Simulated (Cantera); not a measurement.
Input: 1 mol PbO, 0.66 mol O2, 9.7 mol H2, held at 627 °C and 0.240 Torr.

These are equilibrium values from Cantera (NASA tables, ideal gas, pure condensed phases), not measurements of a reactor. The numbers say what is thermodynamically allowed, not how fast it happens.

| species | before | after |
|---|---|---|
| H2 | 0.758 | 0.860 |
| H2O | 0.238 | 0.136 |
| Pb | 0.00428 | 0.00428 |
| Pb(l), mol | 0.958 | 0.958 |
Gas species are given as mole fractions.

Task: What was changed between the two runs?
(A) PbO replaced by Pb
(B) temperature from 627 °C to 900 °C
(C) temperature from 627 °C to 925 °C
(D) temperature from 627 °C to 1077 °C

Result: A, PbO replaced by Pb
